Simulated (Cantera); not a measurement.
**Premixed flame**

A freely propagating, adiabatic, planar premixed flame of 30.3 % H₂, 16.1 % O₂, 50.0 % N₂, 3.63 % H₂O, equivalence ratio 0.94, unburnt at 423 K and 440000 Pa; mixture-averaged transport, grid criteria slope 0.08 and curve 0.16, no radiation.

Computed with Cantera and the H2/O2 subset of GRI-Mech 3.0, which has no nitrogen chemistry. The hydrogen kinetics of GRI-Mech 3.0 are dated; newer H2 mechanisms differ, most at raised pressure. Burning velocities carry a grid error of a few per cent, more on coarse grids.

```csv
z (mm),T (K),u (m/s),x H₂,x O₂,x H₂O,x H,x H₂O₂,x HO₂
-0.169,423,3.74,0.303,0.161,0.0363,<1e-8,<1e-8,<1e-8
-0.113,423,3.74,0.303,0.161,0.0364,<1e-8,<1e-8,<1e-8
-0.0846,423,3.73,0.302,0.161,0.0364,<1e-8,1.02e-8,9.49e-8
-0.0564,425,3.74,0.300,0.162,0.0366,<1e-8,2.18e-7,1.98e-6
-0.0282,477,4.08,0.276,0.166,0.0405,2.06e-6,2.67e-5,0.000266
-0.0141,784,6.42,0.226,0.160,0.0726,0.00113,0.000144,0.00121
0,1283,10.2,0.151,0.126,0.155,0.0106,5.90e-5,0.000533
0.0141,1639,12.9,0.0852,0.0786,0.241,0.0216,7.15e-6,0.000249
0.0282,1842,14.4,0.0525,0.0497,0.289,0.0240,3.96e-6,0.000128
0.0564,2043,15.9,0.0360,0.0331,0.318,0.0184,2.33e-6,6.08e-5
0.113,2216,17.0,0.0283,0.0267,0.337,0.0106,1.52e-6,3.16e-5
0.226,2352,17.9,0.0206,0.0224,0.353,0.00539,1.09e-6,1.64e-5
0.451,2440,18.5,0.0141,0.0194,0.366,0.00266,8.65e-7,9.63e-6
```
x: mole fraction of selected species; z is measured from the peak of heat release.

| Quantity | Result |
|---|---|
| laminar burning velocity | 374 cm/s |
| thermal thickness | 0.0564 mm |
| peak x(H) | 0.0241 |
| peak x(H₂O₂) | 0.000147 |
| peak x(HO₂) | 0.00127 |
| grid points | 111 |
